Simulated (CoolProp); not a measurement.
Isobutene at several states: density (kg/m³) from the reference equation and from simpler models built on Tc = 418.1 K, pc = 4016 kPa, ω = 0.193; each cubic takes its own stable root.

Values from CoolProp's reference Helmholtz-energy equation of state, Lemmon 2005. It is a short technical equation, of lower accuracy than the large ones.

| T (K) | p (kPa) | phase | reference | van der Waals | Redlich-Kwong | Soave-Redlich-Kwong | Peng-Robinson |
|---|---|---|---|---|---|---|---|
| 323.5 | 195 | gas | 4.241 | 4.181 | 4.215 | 4.224 | 4.235 |
| 177.1 | 17700 | liquid | 730.7 | … | 669.0 | 672.6 | … |
| 425.2 | 16900 | supercritical | … | … | … | … | 481.6 |
| 228.3 | 55.5 | liquid | 667.9 | 1.668 | 612.2 | … | … |
| 288.2 | 12.3 | gas | 0.2891 | 0.2886 | 0.2888 | 0.2889 | 0.2890 |

Problem. Some entries are withheld; supply them.

Solution. 
- 177.1, van der Waals: 457.5
- 177.1, Peng-Robinson: 753.3
- 425.2, reference: 468.2
- 425.2, van der Waals: 344.8
- 425.2, Redlich-Kwong: 434.4
- 425.2, Soave-Redlich-Kwong: 433.1
- 228.3, Soave-Redlich-Kwong: 622.1
- 228.3, Peng-Robinson: 701.1

At some of these states van der Waals gives the other phase, because its saturation line lies elsewhere.
